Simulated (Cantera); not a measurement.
**Si₃N₄ + O₂ + N₂ (nitride etching)**

Input: 1 mol Si₃N₄, a varied amount of O₂, 32 mol N₂, held at 1150 K and 1.00 Torr.

These are equilibrium values from Cantera (NASA tables, ideal gas, pure condensed phases), not measurements of a reactor. Candidate condensed phases: Si, SiO₂, Si₂N₂O, Si₃N₄; 16 gas species. Mutual solubility and eutectic melting of coexisting phases are not modelled. The tables hold silica as quartz up to 1696 K and as liquid above; real silica turns to tridymite and cristobalite and melts near 1996 K. Equilibrium is a limit: real reactors are often held back by kinetics, nucleation or transport.

```
n(O₂) (mol)  log p N₂  log p O₂  log p NO  log p NO₂  log p O  n SiO₂(β-quartz)  n Si₂N₂O(s)
-----------  --------  --------  --------  ---------  -------  ----------------  -----------
1.9             -2.88      <-14      <-14       <-14     <-14              1.53        0.733
2.6             -2.88      <-14      <-14       <-14     <-14              2.47        0.267
3.4             -2.88     -4.81     -7.34     -11.06   -10.49              3.00            0
4.5             -2.89     -4.25     -7.06     -10.51   -10.21              3.00            0
5.9             -2.91     -3.98     -6.94     -10.25   -10.07              3.00            0
7.8             -2.93     -3.78     -6.85     -10.06    -9.97              3.00            0
10              -2.96     -3.64     -6.79      -9.94    -9.90              3.00            0
14              -3.00     -3.49     -6.73      -9.80    -9.82              3.00            0
```
log p: log10 of the partial pressure in bar; n: condensed amount in mol.

From 1.9 mol O₂ to 2.6 mol O₂ the condensed part is SiO₂(β-quartz) + Si₂N₂O(s). From 3.4 mol O₂ to 14 mol O₂ the condensed part is SiO₂(β-quartz).
